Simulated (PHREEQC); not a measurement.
Make-up at 25 °C: 28 mmol/kgw HF, 5.9 mmol/kgw NH4HF2 and 11 mmol/kgw (NH4)2SiF6. Closed to the air; pH follows from the charge balance.

The numbers come from PHREEQC with the ion-association model, phreeqc.dat.

```
quantity                    before     after
------------------------  --------  --------
pH                            2.54      3.41
ionic strength (mol/kgw)    0.0423  0.000677
HF (mol/kgw)                0.0296  0.000379
F- (mol/kgw)               0.00833  0.000675
HF2- (mol/kgw)            0.000945   9.82e-7
NH3 (mol/kgw)              4.41e-9  4.00e-10
```

**Question.** Name the change that produced these shifts.
A) diluted 2-fold with water
B) (NH4)2SiF6 left out
C) diluted 100-fold with water
D) HF from 0.028 to 0.28 mol/kgw
E) temperature from 25 to 70 °C

**Answer.** C, diluted 100-fold with water

This is a speciation only: nothing precipitates in the calculation. SiF6-2 is the database's only silicon fluoride.
